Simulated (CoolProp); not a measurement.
A single-stage vapour-compression cycle with R410A: evaporating at 270.15 K (dew point), condensing at 311.15 K (bubble point), superheat 5 K, subcooling 8 K, compressor efficiency 0.6, no pressure losses. Each further row changes one setting.

The numbers come from the reference Helmholtz-energy equation of state, Lemmon 2003 in CoolProp. It is a pseudo-pure fit of the blend.

| case | cooling COP | pressure ratio | discharge temperature (K) | refrigerating effect (kJ/kg) | volumetric capacity (kJ/m³) |
|---|---|---|---|---|---|
| as stated | 3.24 | 3.19 | 352.6 | 178 | 4760 |
| evaporating temperature 275.15 K | (withheld) | 2.72 | 347.2 | 179 | (withheld) |
| condensing temperature 306.15 K | (withheld) | (withheld) | 343.9 | 186 | 4990 |
| subcooling 13 K | 3.39 | 3.19 | 352.6 | 186 | 4990 |
| superheat 15 K | 3.21 | 3.19 | 364.8 | (withheld) | (withheld) |
| compressor efficiency 0.5 | 2.70 | 3.19 | 362.3 | 178 | 4760 |

What belongs in the gaps?


- evaporating temperature 275.15 K, cooling COP: 3.83
- evaporating temperature 275.15 K, volumetric capacity (kJ/m³): 5650
- condensing temperature 306.15 K, cooling COP: 3.81
- condensing temperature 306.15 K, pressure ratio: 2.82
- superheat 15 K, refrigerating effect (kJ/kg): 188
- superheat 15 K, volumetric capacity (kJ/m³): 4740
